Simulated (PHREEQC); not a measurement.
2.8 g of hydrous ferric oxide (600 m²/g; 0.2 weak and 0.005 strong sites per Fe, Dzombak-Morel constants, diffuse double layer) in 1 kg of water with 0.001 mol/kgw of an inert sodium salt and 0.00087 mol PbCl2, 0.0032 mol MnCl2 and 9.5e-05 mol CaCl2, at 25 °C; the pH is set by adding NaOH or the inert anion's acid. No oxygen is let in. CO2 from the air is kept out. Nothing may precipitate in this run.

The numbers come from PHREEQC with the ion-association model, wateq4f.dat.

```csv
pH,Pb sorbed (%),Mn sorbed (%),Ca sorbed (%),surface charge σ (C/m²),surface potential ψ (mV)
3,8.2,0.0,0.0,0.337,195
3.5,16.0,0.0,0.0,0.294,190
4,19.4,0.0,0.0,0.237,180
4.5,29.0,0.0,0.0,0.179,167
5,59.6,0.0,0.0,0.130,153
5.5,88.9,0.1,0.0,0.093,138
6,98.1,0.8,0.0,0.065,120
6.5,99.7,5.1,0.0,0.044,100
7,99.9,20.1,0.1,0.033,86
7.5,100.0,42.2,0.3,0.027,78
8,100.0,60.3,0.7,0.023,72
8.5,100.0,70.9,1.1,0.021,68
9,99.9,75.8,1.4,0.019,66
9.5,99.6,77.7,1.6,0.019,64
10,97.8,78.6,1.9,0.018,62
10.5,86.6,81.2,3.0,0.016,56
11,56.1,88.2,8.6,0.011,42
```

Along this series the solution becomes supersaturated in solids that the run did not let form, among them Pyrochroite, Litharge. The oxide is taken as insoluble; below pH 4 it would dissolve.
